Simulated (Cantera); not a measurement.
# Fluorocarbon and chlorocarbon gases: CF4 + H2

Charge: 1 mol CF4, a varied amount of H2, held at 3523 K and 13.3 mbar.

Equilibrium computed with Cantera from the NASA thermochemical tables; the gas is ideal and each condensed phase is pure. Candidate condensed phases: C, C6H6, C7H8, C8H18; 95 gas species. Kinetics and transport are ignored.

From 0.79 mol H2 to 9.3 mol H2 nothing is condensed. The main C-bearing gas is C3 at 0.79 mol H2 and C at 9.3 mol H2.

| n(H2) (mol) | x H | x F | x HF | x C | x CF | x C3 | x H2 | x C2 |
|---|---|---|---|---|---|---|---|---|
| 0.79 | 0.127 | 0.564 | 0.178 | 0.0556 | 0.0345 | 0.0252 | 0.000560 | 0.0133 |
| 0.99 | 0.162 | 0.509 | 0.204 | 0.0548 | 0.0307 | 0.0242 | 0.000904 | 0.0130 |
| 1.2 | 0.198 | 0.458 | 0.225 | 0.0540 | 0.0272 | 0.0230 | 0.00135 | 0.0126 |
| 1.5 | 0.248 | 0.396 | 0.244 | 0.0526 | 0.0229 | 0.0213 | 0.00213 | 0.0119 |
| 1.9 | 0.311 | 0.330 | 0.255 | 0.0507 | 0.0184 | 0.0191 | 0.00334 | 0.0111 |
| 2.4 | 0.381 | 0.269 | 0.254 | 0.0483 | 0.0143 | 0.0165 | 0.00499 | 0.0100 |
| 3 | 0.451 | 0.218 | 0.244 | 0.0455 | 0.0109 | 0.0138 | 0.00700 | 0.00893 |
| 3.8 | 0.524 | 0.172 | 0.224 | 0.0422 | 0.00801 | 0.0110 | 0.00947 | 0.00768 |
| 4.8 | 0.593 | 0.135 | 0.199 | 0.0387 | 0.00577 | 0.00850 | 0.0121 | 0.00645 |
| 6 | 0.652 | 0.107 | 0.174 | 0.0352 | 0.00417 | 0.00641 | 0.0147 | 0.00535 |
| 7.4 | 0.701 | 0.0863 | 0.150 | 0.0319 | 0.00304 | 0.00478 | 0.0170 | 0.00440 |
| 9.3 | 0.748 | 0.0681 | 0.126 | 0.0284 | 0.00213 | 0.00337 | 0.0193 | 0.00348 |
x: gas mole fraction; nothing condenses.
